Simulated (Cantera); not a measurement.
Reactions in the system Cr-N-O

Cantera with NASA thermochemical tables; ideal gases at 1 bar, condensed phases pure. Values are per mole of reaction as written; species without (g) are pure solids or liquids, kept so even where they would boil at 1 bar.

4 Cr + N₂O(g) ⇌ O(g) + 2 Cr₂N

```
T (K)  ΔH° (kJ)  ΔS° (J/K)  ΔG° (kJ)  log10 K
-----  --------  ---------  --------  -------
423       -80.6      -15.5     -74.0     9.14
623       -76.1       -6.8     -71.9     6.03
823       -72.0       -1.1     -71.1     4.51
1023      -68.0        3.2     -71.4     3.64
1223      -64.7        6.3     -72.3     3.09
1423      -62.3        8.0     -73.8     2.71
1623      -61.4        8.7     -75.5     2.43
1823      -61.9        8.4     -77.2     2.21
```
